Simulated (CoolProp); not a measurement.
Hexamethyldisiloxane (MM) along the isotherm 268.7 K: density (kg/m³) from the reference equation and from simpler models built on Tc = 518.7 K, pc = 1.931 MPa, ω = 0.418; each cubic takes its own stable root.

Values from CoolProp's reference Helmholtz-energy equation of state, Thol 2016.

| p (MPa) | phase | reference | van der Waals | Peng-Robinson |
|---|---|---|---|---|
| 0.0305 | liquid | 790.2 | 2.265 | 819.4 |
| 0.0579 | liquid | 790.2 | 4.391 | 819.5 |
| 0.11 | liquid | 790.3 | 472.0 | 819.5 |
| 0.208 | liquid | 790.4 | 472.4 | 819.7 |
| 0.394 | liquid | 790.7 | 473.2 | 820.0 |
| 0.748 | liquid | 791.1 | 474.5 | 820.5 |
| 1.42 | liquid | 792.0 | 477.0 | 821.4 |
| 2.69 | liquid | 793.5 | 481.3 | 823.1 |
| 5.09 | liquid | 796.4 | 488.3 | 826.2 |
| 9.66 | liquid | 801.7 | 498.5 | 831.5 |

At some of these states van der Waals gives the other phase, because its saturation line lies elsewhere.
